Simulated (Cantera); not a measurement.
An isothermal, constant-pressure homogeneous reactor starts with C2H6 : N2 = 1 : 2.6 (molar parts), at 1825 K and 100.0 Torr. Integrator tolerance rtol = 1e-08.

Model: GRI-Mech 3.0 (53 species, 325 reactions), integrated in Cantera. GRI-Mech 3.0 stops at C3 and has no aromatics, soot or wall deposition, so with more carbon than oxygen in the feed, carbon stays in small species such as C2H2 where larger ones or solid carbon would form.

```tsv
quantity	before	after
x(C2H6) at 100 s	8.90e-9 (gas-phase equilibrium 5.63e-9)	4.83e-7 (gas-phase equilibrium 3.07e-7)
x(H) at 100 s	0.000725 (gas-phase equilibrium 0.000725)	0.000263 (gas-phase equilibrium 0.000263)
x(CH3) at 100 s	2.34e-5 (gas-phase equilibrium 1.87e-5)	6.31e-5 (gas-phase equilibrium 5.03e-5)
x(C2H2) at 100 s	0.178 (gas-phase equilibrium 0.112)	0.176 (gas-phase equilibrium 0.111)
x(C2H4) at 100 s	0.000165 (gas-phase equilibrium 0.000104)	0.00121 (gas-phase equilibrium 0.000766)
x(C2H) at 100 s	3.52e-6 (gas-phase equilibrium 2.22e-6)	1.28e-6 (gas-phase equilibrium 8.05e-7)
x(HCN) at 100 s	0.000317 (gas-phase equilibrium 0.132)	0.000837 (gas-phase equilibrium 0.132)
```

Problem. Name the change that produced these shifts.
A) C2H6 1 to 0.3 parts
B) temperature 1825 to 1700 K
C) temperature 1825 to 1025 K
D) pressure from 100.0 Torr to 750 Torr

Solution. D, pressure from 100.0 Torr to 750 Torr
